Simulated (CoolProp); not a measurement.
A simple Rankine cycle with cyclopentane: condensing at 325.15 K, boiler at 1.26 MPa, turbine inlet 432.2 K, turbine efficiency 0.9, pump efficiency 0.7, no recuperator. Each further row changes one setting.

Computed with CoolProp (reference Helmholtz-energy equation of state, Gedanitz 2015).

| case | thermal efficiency (%) | net work (kJ/kg) | heat in (kJ/kg) | turbine exit temperature (K) | volume ratio over the turbine |
|---|---|---|---|---|---|
| as stated | 17.1 | ___ | 526 | 359.3 | 11.5 |
| turbine inlet 452.2 K | ___ | 96.7 | ___ | 381.8 | 11.3 |
| condensing temperature 317.15 K | ___ | 99.6 | ___ | 352.2 | 14.8 |
| boiler pressure 0.882 MPa | 15.0 | ___ | 539 | 373.1 | 7.71 |
| turbine efficiency 0.8 | ___ | ___ | 526 | 366.0 | 11.7 |

Complete the blanks.


- as stated, net work (kJ/kg): 90.0
- turbine inlet 452.2 K, thermal efficiency (%): 17.0
- turbine inlet 452.2 K, heat in (kJ/kg): 568
- condensing temperature 317.15 K, thermal efficiency (%): 18.4
- condensing temperature 317.15 K, heat in (kJ/kg): 542
- boiler pressure 0.882 MPa, net work (kJ/kg): 81.0
- turbine efficiency 0.8, thermal efficiency (%): 15.2
- turbine efficiency 0.8, net work (kJ/kg): 79.7
